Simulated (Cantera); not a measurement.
Input: 1 mol Fe2O3, 0.29 mol HCl, 0.012 mol O2, 0.27 mol Cl2, equilibrated at 1223 K and 1100 Pa.

Equilibrium computed with Cantera from the NASA thermochemical tables; the gas is ideal and each condensed phase is pure. Candidate condensed phases: Fe, FeCl2, FeCl3, FeO, Fe(OH)2, Fe(OH)3, Fe2O3, Fe3O4, H2O; 22 gas species. Equilibrium is a limit: real reactors are often held back by kinetics, nucleation or transport.

Base state: HCl 0.452, Cl2 0.198, O2 0.147, FeCl3 0.0935, FeCl2 0.0802, Cl 0.0254, H2O 0.00382, ClO 3.85e-5 (mole fractions); condensed: Fe2O3(s).

**Question.** What changes in the equilibrium state with this change: O2 from 0.012 to 1.3 mol?

**Answer.** 
```csv
species,before,after
O2,0.147,0.702
HCl,0.452,0.149
Cl2,0.198,0.105
FeCl3,0.0935,0.0112
FeCl2,0.0802,0.0132
Cl,0.0254,0.0185
Fe2Cl4,3.57e-5,9.62e-7
H2O,0.00382,0.00172
ClO,3.85e-5,6.11e-5
"Fe2O3(s), mol",0.945,0.977
```
